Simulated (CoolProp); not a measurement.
Vapour-liquid equilibrium of ethylene (1) + 1-butene (2) at 198.7 K; x and y are mole fractions of (1).

The numbers come from the multi-fluid Helmholtz-energy mixture model, Smukala 2000 and Lemmon 2005; pair parameters Bell 2016 in CoolProp.

```json
[
 {"x": "0.05", "bubble pressure, mixture model (kPa)": "[?]", "bubble pressure, Raoult's law (kPa)": "23.85", "y, mixture model": "0.906", "y, Raoult's law": "0.905"},
 {"x": "0.2", "bubble pressure, mixture model (kPa)": "89.47", "bubble pressure, Raoult's law (kPa)": "88.24", "y, mixture model": "[?]", "y, Raoult's law": "0.978"},
 {"x": "0.35", "bubble pressure, mixture model (kPa)": "[?]", "bubble pressure, Raoult's law (kPa)": "152.6", "y, mixture model": "0.989", "y, Raoult's law": "0.990"},
 {"x": "0.5", "bubble pressure, mixture model (kPa)": "[?]", "bubble pressure, Raoult's law (kPa)": "217.0", "y, mixture model": "0.993", "y, Raoult's law": "0.995"},
 {"x": "0.65", "bubble pressure, mixture model (kPa)": "[?]", "bubble pressure, Raoult's law (kPa)": "281.4", "y, mixture model": "[?]", "y, Raoult's law": "0.997"},
 {"x": "0.8", "bubble pressure, mixture model (kPa)": "[?]", "bubble pressure, Raoult's law (kPa)": "345.8", "y, mixture model": "[?]", "y, Raoult's law": "0.999"},
 {"x": "0.95", "bubble pressure, mixture model (kPa)": "408.4", "bubble pressure, Raoult's law (kPa)": "410.2", "y, mixture model": "1.000", "y, Raoult's law": "1.000"}
]
```

### Question
What belongs in the gaps?

### Answer

- 0.05, bubble pressure, mixture model (kPa): 24.43
- 0.2, y, mixture model: 0.977
- 0.35, bubble pressure, mixture model (kPa): 153.6
- 0.5, bubble pressure, mixture model (kPa): 217.2
- 0.65, bubble pressure, mixture model (kPa): 280.2
- 0.65, y, mixture model: 0.996
- 0.8, bubble pressure, mixture model (kPa): 343.2
- 0.8, y, mixture model: 0.998

The largest gap from Raoult's law is +2.4 % in bubble pressure, at x = 0.05. No azeotrope shows between x = 0.05 and 0.95.

The pair parameters rest on a limited set of measurements; away from them the model extrapolates. The gap from Raoult's law changes sign with composition, which may be real or a fault of the pair parameters; it wasn't checked against measurements.
